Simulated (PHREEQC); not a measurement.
Solution (25 °C): 2.9 mmol/kgw HBr, 93 mmol/kgw CaCl2 and 60 mmol/kgw KCl. Closed to the air; pH follows from the charge balance.

Equilibrium calculation in PHREEQC: ion-association model, wateq4f.dat.

pH: 2.65
ionic strength: 0.342 mol/kgw
activity of water: 0.993
total alkalinity: -2.90 meq/kg

```tsv
species	molality	activity	log γ
Cl-	0.246	0.165	-0.173
Ca+2	0.0930	0.0261	-0.552
K+	0.0600	0.0403	-0.173
H+	0.00290	0.00226	-0.109
Br-	0.00290	0.00212	-0.136
```

This is a speciation only: nothing precipitates in the calculation.
